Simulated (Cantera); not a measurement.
Cantera run:

```python
import numpy as np
import cantera as ct

gas_names = [...]  # 123 gases of nasa_gas.yaml made of C, H, O, Si
cond_names = """
    C(gr) C6H6(L) C7H8(L) C8H18(L),n-octa H2O(s) H2O(L) Si(cr) Si(L) SiC(b) SiO2(Lqz) SiO2(hqz) SiO2(L)
""".split()


# ... load() reads the species with a 1 bar reference pressure and builds the phases ...
atoms = {
    'SiC': {'Si': 1, 'C': 1},
    'H2O': {'H': 2, 'O': 1},
    'H2': {'H': 2},
}
top_T = {'C(gr)': 4500, 'SiC(b)': 3050}  # K; cautious upper limits of use, not melting points


# ... equilibrate(T, P, feed) seeds the gas with the atoms and calls Mixture.equilibrate('TP', solver="vcs", rtol=1e-11, max_steps=5000) ...
results = []
feed = {'SiC': 1, 'H2O': 0.6, 'H2': 27}  # mol
P = 133.322  # Pa
for T in [1100, 1125, 1150, 1175, 1200, 1225, 1250]:
    mix = equilibrate(T, P, feed)
    results.append((T, P, feed, dict(zip(mix.species_names, mix.species_moles))))
    x = sorted(zip(gas.X, gas.species_names), reverse=True)
    print(f"T = {T:g} K  P = {P:g} Pa  gas = {mix.phase_moles(0):.4g} mol")
    print("   x: " + "  ".join(f"{s} {v:.3e}" for v, s in x if v > 0.0001))
    print("   condensed (mol): " + ("  ".join(f"{mix.phase(i).name} {mix.phase_moles(i):.4g}"
          for i in range(1, mix.n_phases) if mix.phase_moles(i) > 1e-12) or "none"))
```

Result:

```
T = 1100 K  P = 133.322 Pa  gas = 27.67 mol
   x: H2 9.974e-01  CO 2.591e-03
   condensed (mol): C(gr) 0.1912  SiC(b) 0.7358  SiO2(hqz) 0.2641
T = 1125 K  P = 133.322 Pa  gas = 27.75 mol
   x: H2 9.945e-01  CO 5.410e-03
   condensed (mol): C(gr) 0.07376  SiC(b) 0.7751  SiO2(hqz) 0.2249
T = 1150 K  P = 133.322 Pa  gas = 27.8 mol
   x: H2 9.928e-01  CO 7.180e-03
   condensed (mol): SiC(b) 0.7998  SiO2(hqz) 0.2001
T = 1175 K  P = 133.322 Pa  gas = 27.8 mol
   x: H2 9.928e-01  CO 7.189e-03
   condensed (mol): SiC(b) 0.7998  SiO2(hqz) 0.1999
T = 1200 K  P = 133.322 Pa  gas = 27.8 mol
   x: H2 9.928e-01  CO 7.199e-03
   condensed (mol): SiC(b) 0.7997  SiO2(hqz) 0.1995
T = 1225 K  P = 133.322 Pa  gas = 27.8 mol
   x: H2 9.927e-01  CO 7.217e-03
   condensed (mol): SiC(b) 0.7992  SiO2(hqz) 0.1986
T = 1250 K  P = 133.322 Pa  gas = 27.81 mol
   x: H2 9.925e-01  CO 7.258e-03  SiO 2.025e-04
   condensed (mol): SiC(b) 0.7981  SiO2(hqz) 0.1963
```

Method: chemical equilibrium by Gibbs-energy minimisation in Cantera with the NASA 1993 tables (ideal gas, pure condensed phases). Mutual solubility and eutectic melting of coexisting phases are not modelled. The tables hold silica as quartz up to 1696 K and as liquid above; real silica turns to tridymite and cristobalite and melts near 1996 K.
